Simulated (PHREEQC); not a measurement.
Solution A (110 mmol/kgw HCl and 2.5 mmol/kgw ZnSO4) is mixed with solution B (4.7 mmol/kgw NaHSO4 and 5.5 mmol/kgw Na2B4O7) at 25 °C; shares are by mass of water, 1 kg in all. O2 is buffered at 0.21 atm. CO2 from the air is kept out. The run lets Halite, Zn(OH)2(e) precipitate or redissolve, and no other solid.

Equilibrium calculation in PHREEQC: ion-association model, phreeqc.dat.

| share of solution B | pH | SO4-2 (mol/kgw) | H3BO3 (mol/kgw) | HSO4- (mol/kgw) | H2BO3- (mol/kgw) | ZnCl+ (mol/kgw) |
|---|---|---|---|---|---|---|
| 0 | 1.05 | 0.000498 | 0 | 0.00197 | 0 | 0.000234 |
| 0.1 | 1.10 | 0.000579 | 0.00220 | 0.00210 | 2.10e-11 | 0.000197 |
| 0.2 | 1.16 | 0.000673 | 0.00440 | 0.00222 | 4.71e-11 | 0.000162 |
| 0.3 | 1.22 | 0.000787 | 0.00660 | 0.00232 | 8.06e-11 | 0.000129 |
| 0.4 | 1.29 | 0.000928 | 0.00880 | 0.00239 | 1.26e-10 | 9.91e-5 |
| 0.5 | 1.38 | 0.00111 | 0.0110 | 0.00242 | 1.90e-10 | 7.21e-5 |
| 0.6 | 1.49 | 0.00135 | 0.0132 | 0.00238 | 2.91e-10 | 4.84e-5 |
| 0.7 | 1.64 | 0.00171 | 0.0154 | 0.00222 | 4.73e-10 | 2.85e-5 |
| 0.8 | 1.88 | 0.00230 | 0.0176 | 0.00182 | 9.11e-10 | 1.31e-5 |
| 0.9 | 2.40 | 0.00343 | 0.0198 | 0.000864 | 3.35e-9 | 3.28e-6 |
| 1 | 8.78 | 0.00450 | 0.0157 | 4.85e-10 | 0.00629 | 0 |
